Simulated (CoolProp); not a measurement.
A Linde-Hampson liquefier for carbon monoxide: isothermal reversible compression at 280 K from 1 atm to 10 MPa, throttling to 1 atm, return gas leaving the recuperator 5 K below the feed. Each further row changes one setting.

Values from CoolProp's reference Helmholtz-energy equation of state, Lemmon 2006. It is a short technical equation, of lower accuracy than the large ones.

```csv
case,liquid yield per pass,compression work (kJ/kg of gas)
as stated,?,379
high pressure 20 MPa,?,436
warm-end temperature 310 K,?,?
warm-end gap 10 K,?,379
```

Fill in the missing entries.


- as stated, liquid yield per pass: 0.051
- high pressure 20 MPa, liquid yield per pass: 0.093
- warm-end temperature 310 K, liquid yield per pass: 0.035
- warm-end temperature 310 K, compression work (kJ/kg of gas): 422
- warm-end gap 10 K, liquid yield per pass: 0.039
